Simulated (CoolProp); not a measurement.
Vapour-liquid equilibrium of CH2F2 (R32) (1) + R227EA (2) at 0.0174 bar; x and y are mole fractions of (1).

Model: multi-fluid Helmholtz-energy mixture model, Tillner-Roth 1997 and Lemmon 2016; pair parameters Bell 2016, in CoolProp.

```csv
x,"bubble temperature, mixture model (°C)","bubble temperature, Raoult's law (°C)","y, mixture model","y, Raoult's law"
0.05,-88.6,-86.1,…,0.345
0.15,…,-91.8,0.795,0.663
0.25,-100.9,-95.7,0.886,0.801
0.35,-103.4,-98.5,0.922,0.873
0.45,…,-100.8,0.941,0.917
0.55,-105.7,-102.7,0.951,0.945
0.65,-106.3,-104.2,0.959,0.964
0.75,…,-105.5,0.966,0.978
0.85,…,-106.7,0.975,0.989
0.95,-107.9,-107.8,0.989,0.997
```

Problem. Complete the blanks.

Solution. 
- 0.05, y, mixture model: 0.485
- 0.15, bubble temperature, mixture model (°C): -96.6
- 0.45, bubble temperature, mixture model (°C): -104.8
- 0.75, bubble temperature, mixture model (°C): -106.8
- 0.85, bubble temperature, mixture model (°C): -107.3

The largest gap from Raoult's law is -5.2 K in bubble temperature, at x = 0.25. No azeotrope shows between x = 0.05 and 0.95.

The pair parameters rest on a limited set of measurements; away from them the model extrapolates.
